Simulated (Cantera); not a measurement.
Source: NASA polynomial tables (part measured, part estimated), evaluated in Cantera. Values are per mole of reaction as written; species without (g) are pure solids or liquids, kept so even where they would boil at 1 bar.

H₂(g) + 2 Fe(OH)₃ = 2 Fe(OH)₂ + 2 H₂O(g)

```csv
T (K),ΔH° (kJ),ΔS° (J/K),ΔG° (kJ),log10 K
300,33.5,213.6,-30.6,5.32
600,34.3,217.2,-96.0,8.36
675,33.1,215.2,-112.2,8.68
750,31.5,213.1,-128.3,8.93
825,29.8,210.8,-144.2,9.13
900,27.8,208.6,-159.9,9.28
975,25.7,206.3,-175.5,9.40
1050,?,?,?,?
1125,?,?,?,?
1200,?,?,?,?
1275,15.6,197.4,-236.0,9.67
1350,12.9,195.2,-250.7,9.70
```

### Question
Fill in the missing entries.

### Answer

- 1050, ΔH° (kJ): 23.4
- 1050, ΔS° (J/K): 204.0
- 1050, ΔG° (kJ): -190.8
- 1050, log10 K: 9.49
- 1125, ΔH° (kJ): 20.9
- 1125, ΔS° (J/K): 201.8
- 1125, ΔG° (kJ): -206.1
- 1125, log10 K: 9.57
- 1200, ΔH° (kJ): 18.3
- 1200, ΔS° (J/K): 199.5
- 1200, ΔG° (kJ): -221.1
- 1200, log10 K: 9.62
